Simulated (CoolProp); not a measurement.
Methanol along the isotherm 346.85 °C: density (kg/m³) from the reference equation and from simpler models built on Tc = 240.2 °C, pc = 82.16 bar, ω = 0.565; each cubic takes its own stable root.

Values from CoolProp's reference Helmholtz-energy equation of state, de Reuck 1993.

```tsv
p (bar)	phase	reference	van der Waals	Redlich-Kwong	Soave-Redlich-Kwong	Peng-Robinson
2.6	gas	1.625	1.626	1.626	1.624	1.625
3.92	gas	2.456	2.459	2.460	2.454	2.458
5.91	gas	3.718	3.724	3.726	3.714	3.722
8.92	gas	5.647	5.660	5.665	5.636	5.656
13.5	gas	8.630	8.661	___	8.604	8.648
20.3	gas	13.17	13.25	13.27	13.10	13.21
30.6	gas	20.33	20.51	20.55	20.15	20.38
46.2	gas	31.86	32.38	32.42	31.37	31.92
69.7	gas	50.93	52.78	52.57	49.60	50.92
105	supercritical	84.00	92.26	89.61	___	83.34
159	supercritical	146.5	___	163.8	133.0	140.2
239	supercritical	270.2	246.6	256.7	208.2	222.3
361	supercritical	398.9	288.9	328.5	285.9	309.2
545	supercritical	491.6	___	386.0	353.2	385.6
822	supercritical	563.8	350.1	436.3	412.0	452.2
```

### Question
Some entries are withheld; supply them.

### Answer

- 13.5, Redlich-Kwong: 8.672
- 105, Soave-Redlich-Kwong: 80.20
- 159, van der Waals: 177.6
- 545, van der Waals: 321.8
